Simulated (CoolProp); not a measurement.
Vapour-liquid equilibrium of methanol (1) + acetone (2) at 443.2 K; x and y are mole fractions of (1).

Values from CoolProp's multi-fluid Helmholtz-energy mixture model, de Reuck 1993 and Lemmon 2006; pair parameters Bell 2016.

Question: Give the bubble pressure and the first vapour's composition at x = 0.05, 0.65, 0.8. Is there an azeotrope?

Answer: x = 0.05: 1.721 MPa, y = 0.071; x = 0.65: 2.168 MPa, y = 0.678; x = 0.8: 2.206 MPa, y = 0.808. y crosses x between x = 0.8 and 0.95: the model has an azeotrope there.

Pair parameters are fitted to limited data, so mixtures are less certain than the pure fluids.
